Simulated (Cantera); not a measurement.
**Low-pressure radical oxidation in H2/O2**

An isothermal, constant-pressure homogeneous reactor starts with H₂ : O₂ : N₂ = 0.031 : 1 : 3.8 (molar parts), equivalence ratio 0.015, at 1473 K and 0.0150 bar.

Cantera simulation using GRI-Mech 3.0 (53 species, 325 reactions); the numbers are that mechanism's predictions, not measurements. Radical loss at walls, strong at low pressure, is not modelled.

```
t (s)        x H₂   x O₂      x NO    x H₂O₂     x N₂O       x H
--------  -------  -----  --------  --------  --------  --------
2.00e-5   0.00642  0.207    <1e-12    <1e-12    <1e-12   1.58e-9
7.96e-5   0.00642  0.207    <1e-12  1.15e-12    <1e-12   4.54e-9
0.000317  0.00642  0.207    <1e-12  1.55e-11    <1e-12   1.18e-8
0.00126   0.00642  0.207    <1e-12  1.45e-10    <1e-12   1.27e-7
0.00502   0.00373  0.205  1.69e-10   6.00e-9  2.28e-10  0.000347
0.0200    6.79e-5  0.201   2.13e-8   4.35e-9   1.19e-8  0.000425
0.0796    6.31e-5  0.201   1.13e-7   4.23e-9   2.00e-8  0.000378
0.317     4.83e-5  0.202   3.98e-7   3.77e-9   2.17e-8  0.000247
1.26      2.07e-5  0.203   9.36e-7   2.44e-9   2.58e-8   6.69e-5
5.02      3.65e-6  0.204   1.44e-6  7.88e-10   2.94e-8   4.80e-6
20.0      4.51e-7  0.204   1.69e-6  1.49e-10   1.67e-8   2.06e-7
```
x: mole fraction; the columns are a selection and need not sum to one.

Equilibrium at this temperature and pressure: H₂ 1.53e-7, O₂ 0.204, NO 0.00106, H₂O₂ 6.29e-11, N₂O 8.03e-9, H 4.07e-8 (gas phase only).
